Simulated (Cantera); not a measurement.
A perfectly stirred reactor is fed with CH4 : H2 : O2 : N2 = 1 : 0.1 : 3.66 : 13.8 (molar parts), equivalence ratio 0.56, at 2.80 bar; it is adiabatic with a 425 K inlet, and is followed from long to short residence time, starting on the burning branch (τ in s: 0.024, 0.014, 0.0082, 0.0047, 0.0027, 0.0016, 0.00092, 0.00054, 0.00031, 0.00018, 0.0001, 6.1e-05, 3.5e-05).

Model: GRI-Mech 3.0 (53 species, 325 reactions), integrated in Cantera.

x: mole fraction; the columns are a selection and need not sum to one.

```tsv
τ (s)	T (K)	x CH4	x H2	x O2	x H2O2	x O
0.024	1689	2.76e-5	6.49e-5	0.0870	1.71e-7	7.35e-5
0.014	1687	3.94e-5	9.26e-5	0.0871	2.17e-7	0.000102
0.0082	1683	…	…	0.0872	…	…
0.0047	1678	8.16e-5	0.000191	0.0875	3.47e-7	0.000198
0.0027	1670	0.000119	0.000276	0.0878	4.38e-7	0.000274
0.0016	1660	0.000173	0.000391	0.0883	5.47e-7	0.000367
0.00092	1644	0.000264	0.000566	0.0891	6.93e-7	0.000484
0.00054	1620	0.000417	0.000815	0.0905	8.83e-7	0.000600
0.00031	1577	0.000786	0.00127	0.0935	1.20e-6	0.000643
0.00018	425	0.0539	0.00539	0.197	<1e-12	<1e-12
0.00010	425	0.0539	0.00539	0.197	<1e-12	<1e-12
6.1e-5	425	0.0539	0.00539	0.197	<1e-12	<1e-12
3.5e-5	425	0.0539	0.00539	0.197	<1e-12	<1e-12
```

Question: Fill in the missing entries.

Answer: 
- 0.0082, x CH4: 5.62e-5
- 0.0082, x H2: 0.000132
- 0.0082, x H2O2: 2.73e-7
- 0.0082, x O: 0.000142
